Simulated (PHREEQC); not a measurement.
PHREEQC input (ion-association model with all activity coefficients set to 1, wateq4f.dat):

```
SOLUTION 1
  temp 25
  units mol/kgw
  pH 7 charge
  S(6) 0.015
  Na 0.03
END
SELECTED_OUTPUT 1
  -reset false
  -pH true
  -pe true
  -ionic_strength true
  -water true
  -totals C Na S Zn C(-4) C(4) S(-2) S(6)
  -molalities H+ CO3-2 Na+ SO4-2 Zn+2 CO2 HCO3- NaCO3- NaHCO3 NaSO4-
    HSO4- H2S HS- S-2 O2 OH- ZnOH+ Zn(OH)2 Zn(OH)3- Zn(OH)4-2
    Zn(HS)2 Zn(HS)3- ZnSO4 Zn(SO4)2-2 ZnHCO3+ ZnCO3 Zn(CO3)2-2
  -equilibrium_phases ZnCO3:H2O Zn(OH)2-e Smithsonite Zn4(OH)6SO4 Mirabilite Goslarite Nahcolite Natron
PRINT
  -reset false
USE solution 1
REACTION 1
  Na2CO3 1
  0 0.0417 0.0833 0.125 0.167 0.208 0.25 0.292 0.333 0.375 0.417 0.458 0.5 moles
EQUILIBRIUM_PHASES 1
  ZnCO3:H2O 0 0.2
  Zn(OH)2-e 0 0
  Smithsonite 0 0
  Zn4(OH)6SO4 0 0
  Mirabilite 0 0
  Goslarite 0 0
  Nahcolite 0 0
  Natron 0 0
  O2(g) -0.68 10
END
```

Selected output (columns that matter, 11 of 13 rows; Na2CO3 added (mol) added in front):

```
Na2CO3 added (mol)	pH	mu	C	Na	S	Zn	m_H+	m_CO3-2	m_Na+	m_SO4-2	m_HCO3-	m_NaCO3-	ZnCO3:H2O	Zn(OH)2-e
0	7.9556	0.041312	0.00036335	0.03	0.015	0.00019075	1.1076e-08	1.4154e-06	0.028157	0.013019	0.0003343	7.4211e-07	0.19964	0.0001726
0.0417	9.8656	0.11324	0.058142	0.11342	0.015003	0.0022091	1.3627e-10	0.0093331	0.091427	0.010289	0.027118	0.015889	0.18357	0.014221
0.0833	9.9875	0.17265	0.10651	0.19666	0.015004	0.0038614	1.0292e-10	0.016334	0.14375	0.008721	0.035845	0.043723	0.17682	0.019322
0.167	10.08	0.27663	0.198	0.36413	0.015005	0.0059108	8.3126e-11	0.024958	0.23895	0.006828	0.044239	0.11105	0.16906	0.025028
0.208	10.104	0.32388	0.24165	0.44616	0.015006	0.0065895	7.8718e-11	0.02779	0.28332	0.0062008	0.046647	0.14661	0.16644	0.02697
0.25	10.122	0.37087	0.28594	0.53021	0.015006	0.0071553	7.5535e-11	0.030136	0.32792	0.0056766	0.048539	0.18401	0.16418	0.028672
0.292	10.136	0.41683	0.32993	0.61425	0.015006	0.0076259	7.3163e-11	0.032074	0.3719	0.0052397	0.050037	0.22212	0.1622	0.030175
0.333	10.147	0.46096	0.37268	0.6963	0.015006	0.0080163	7.1356e-11	0.03367	0.41441	0.004877	0.05123	0.25982	0.16048	0.031506
0.417	10.163	0.54976	0.45981	0.8644	0.015007	0.0086627	6.8637e-11	0.036281	0.50055	0.004277	0.0531	0.33817	0.1574	0.03394
0.458	10.17	0.59252	0.50218	0.94645	0.015007	0.0089226	6.7628e-11	0.037317	0.54226	0.0040366	0.053814	0.37681	0.15605	0.035027
0.5	10.176	0.63603	0.54551	1.0305	0.015007	0.0091601	6.6744e-11	0.038256	0.58481	0.0038177	0.054446	0.41659	0.15476	0.036089
```

Complexes and solids missing from the database can't appear. The database's zinc carbonate complexes are estimates, stronger than later reviews accept.
